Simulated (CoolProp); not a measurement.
Hydrogen sulfide along the isotherm 642.7 K: fugacity coefficient from the reference equation and from simpler models built on Tc = 373.1 K, pc = 8.999 MPa, ω = 0.101; each cubic takes its own stable root.

The numbers come from the reference Helmholtz-energy equation of state, Lemmon 2006 in CoolProp. It is a short technical equation, of lower accuracy than the large ones.

| p (MPa) | phase | reference | van der Waals | Redlich-Kwong | Soave-Redlich-Kwong | Peng-Robinson |
|---|---|---|---|---|---|---|
| 6.43 | gas | 0.9692 | 0.9517 | 0.9596 | 0.9717 | 0.9584 |
| 12.9 | supercritical | 0.9414 | 0.9064 | 0.9234 | 0.9472 | 0.9225 |
| 19.3 | supercritical | 0.9170 | 0.8658 | 0.8922 | 0.9269 | 0.8926 |
| 25.7 | supercritical | 0.8959 | 0.8305 | 0.8659 | 0.9105 | 0.8680 |
| 32.1 | supercritical | 0.8781 | 0.8017 | 0.8444 | 0.8981 | 0.8482 |
| 38.6 | supercritical | 0.8635 | 0.7796 | 0.8273 | 0.8893 | 0.8327 |
| 45 | supercritical | 0.8526 | 0.7645 | 0.8148 | 0.8841 | 0.8212 |
| 51.4 | supercritical | 0.8451 | 0.7553 | 0.8062 | 0.8820 | 0.8132 |
| 57.8 | supercritical | 0.8406 | 0.7512 | 0.8010 | 0.8827 | 0.8081 |
| 64.3 | supercritical | 0.8390 | 0.7514 | 0.7987 | 0.8861 | 0.8055 |
| 70.7 | supercritical | 0.8401 | 0.7553 | 0.7990 | 0.8917 | 0.8053 |
| 77.1 | supercritical | 0.8435 | 0.7624 | 0.8017 | 0.8994 | 0.8071 |
| 83.6 | supercritical | 0.8492 | 0.7726 | 0.8066 | 0.9092 | 0.8108 |
| 90 | supercritical | 0.8568 | 0.7852 | 0.8132 | 0.9206 | 0.8160 |
